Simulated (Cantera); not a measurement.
## Gas-phase reforming

An isothermal, constant-pressure homogeneous reactor starts with 63.3 % CH₄, 36.7 % CO₂, at 2123 K and 8.20 bar.

Computed with Cantera and GRI-Mech 3.0 (53 species, 325 reactions). GRI-Mech 3.0 stops at C3 and has no aromatics, soot or wall deposition, so with more carbon than oxygen in the feed, carbon stays in small species such as C2H2 where larger ones or solid carbon would form.

```json
[
 {"t (s)": "1.00e-5", "x CH₄": "0.279", "x CO₂": "0.274", "x C₂H₆": "0.00213", "x C₂H": "4.54e-6", "x CH₂O": "9.98e-5", "x H₂": "0.286"},
 {"t (s)": "3.08e-5", "x CH₄": "0.139", "x CO₂": "0.189", "x C₂H₆": "0.000498", "x C₂H": "7.33e-6", "x CH₂O": "4.07e-5", "x H₂": "0.386"},
 {"t (s)": "9.50e-5", "x CH₄": "0.0542", "x CO₂": "0.0826", "x C₂H₆": "8.97e-5", "x C₂H": "9.00e-6", "x CH₂O": "1.67e-5", "x H₂": "0.390"},
 {"t (s)": "0.000293", "x CH₄": "0.0237", "x CO₂": "0.0225", "x C₂H₆": "1.96e-5", "x C₂H": "8.88e-6", "x CH₂O": "6.95e-6", "x H₂": "0.397"},
 {"t (s)": "0.000903", "x CH₄": "0.0175", "x CO₂": "0.0134", "x C₂H₆": "9.50e-6", "x C₂H": "6.55e-6", "x CH₂O": "2.97e-6", "x H₂": "0.452"},
 {"t (s)": "0.00278", "x CH₄": "0.0121", "x CO₂": "0.00590", "x C₂H₆": "4.21e-6", "x C₂H": "4.36e-6", "x CH₂O": "1.16e-6", "x H₂": "0.512"},
 {"t (s)": "0.00858", "x CH₄": "0.00779", "x CO₂": "0.00113", "x C₂H₆": "1.88e-6", "x C₂H": "3.18e-6", "x CH₂O": "7.23e-7", "x H₂": "0.550"},
 {"t (s)": "0.0265", "x CH₄": "0.00657", "x CO₂": "1.97e-5", "x C₂H₆": "1.44e-6", "x C₂H": "2.92e-6", "x CH₂O": "6.85e-7", "x H₂": "0.559"},
 {"t (s)": "0.0816", "x CH₄": "0.00655", "x CO₂": "1.97e-6", "x C₂H₆": "1.43e-6", "x C₂H": "2.92e-6", "x CH₂O": "6.84e-7", "x H₂": "0.559"},
 {"t (s)": "0.251", "x CH₄": "0.00655", "x CO₂": "1.97e-6", "x C₂H₆": "1.43e-6", "x C₂H": "2.92e-6", "x CH₂O": "6.84e-7", "x H₂": "0.559"},
 {"t (s)": "0.775", "x CH₄": "0.00655", "x CO₂": "1.97e-6", "x C₂H₆": "1.43e-6", "x C₂H": "2.92e-6", "x CH₂O": "6.84e-7", "x H₂": "0.559"},
 {"t (s)": "2.39", "x CH₄": "0.00655", "x CO₂": "1.97e-6", "x C₂H₆": "1.43e-6", "x C₂H": "2.92e-6", "x CH₂O": "6.84e-7", "x H₂": "0.559"},
 {"t (s)": "7.37", "x CH₄": "0.00655", "x CO₂": "1.97e-6", "x C₂H₆": "1.43e-6", "x C₂H": "2.92e-6", "x CH₂O": "6.84e-7", "x H₂": "0.559"},
 {"t (s)": "22.7", "x CH₄": "0.00655", "x CO₂": "1.97e-6", "x C₂H₆": "1.43e-6", "x C₂H": "2.92e-6", "x CH₂O": "6.84e-7", "x H₂": "0.559"},
 {"t (s)": "70.0", "x CH₄": "0.00655", "x CO₂": "1.97e-6", "x C₂H₆": "1.43e-6", "x C₂H": "2.92e-6", "x CH₂O": "6.84e-7", "x H₂": "0.559"}
]
```
x: mole fraction; the columns are a selection and need not sum to one.

Equilibrium at this temperature and pressure: CH₄ 0.00655, CO₂ 1.99e-6, C₂H₆ 1.43e-6, C₂H 2.92e-6, CH₂O 6.84e-7, H₂ 0.559 (gas phase only).
